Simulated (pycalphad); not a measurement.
## Effect of Al content in Si-Al

Source of the numbers: pycalphad with the COST 507 light-alloy database (1999); pressure 1 atm. The data set is of 1999 and partly superseded. Phase fractions are per mole of atoms.

```
alloy             liquidus (°C)   first solid  solidus (°C)             phases at 477 °C
----------------  -------------  ------------  ------------  ---------------------------
Si-0.97Al (at.%)           1409  diamond (Si)           577  diamond (Si) 0.99, fcc 0.01
Si-2.92Al (at.%)           1400  diamond (Si)           577  diamond (Si) 0.97, fcc 0.03
Si-3.9Al (at.%)            1395  diamond (Si)           577  diamond (Si) 0.96, fcc 0.04
Si-7.8Al (at.%)            1376  diamond (Si)           577  diamond (Si) 0.92, fcc 0.08
Si-11.7Al (at.%)              …  diamond (Si)           577                            …
Si-15.6Al (at.%)           1335  diamond (Si)           577  diamond (Si) 0.84, fcc 0.16
```

Problem. Complete the blanks.

Solution. 
- Si-11.7Al (at.%), liquidus (°C): 1356
- Si-11.7Al (at.%), phases at 477 °C: diamond (Si) 0.88, fcc 0.12
